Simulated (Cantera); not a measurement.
A closed system holds: 1 mol SiO2, 1 mol C, 19 mol H2, held at 2175 K and 0.133 bar.

Cantera equilibrium calculation (NASA polynomials, part measured and part estimated; ideal gas, pure solids and liquids). Candidate condensed phases: C, C6H6, C7H8, C8H18, H2O, Si, SiC, SiO2; 123 gas species. Kinetics and transport are ignored.

Base state: H2 0.893, CO 0.0473, SiO 0.0472, H 0.0126, H2O 8.35e-5, Si 6.63e-5, SiH 1.06e-5 (mole fractions); condensed: gas only.

Problem. What changes in the equilibrium state with this change: pressure from 0.133 bar to 0.00350 bar?

Solution. 
```csv
species,before,after
H2,0.893,0.833
H,0.0126,0.0753
CO,0.0473,0.0458
SiO,0.0472,0.0458
SiH,1.06e-5,1.77e-6
H2O,8.35e-5,7.09e-5
Si,6.63e-5,7.06e-5
```
